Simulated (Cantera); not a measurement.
Charge: 1 mol S, 0.043 mol O2, 3.3 mol N2, equilibrated at 2048 K and 1 atm.

Equilibrium computed with Cantera from the NASA thermochemical tables; the gas is ideal and each condensed phase is pure. Candidate condensed phases: S; 17 gas species. Kinetics and transport are ignored.

What is the equilibrium state?


```
Quantity                            Result
-------------------------------  ---------
x(N2)                                0.862
x(S2)                                0.122
x(SO2)                             0.00780
x(SO)                              0.00601
x(S)                               0.00150
x(S2O)                            0.000836
x(SN)                              1.29e-5
x(NO)                              5.82e-6
gas amount                       3.829 mol
log10 activity of S(l) (absent)      -2.06
```
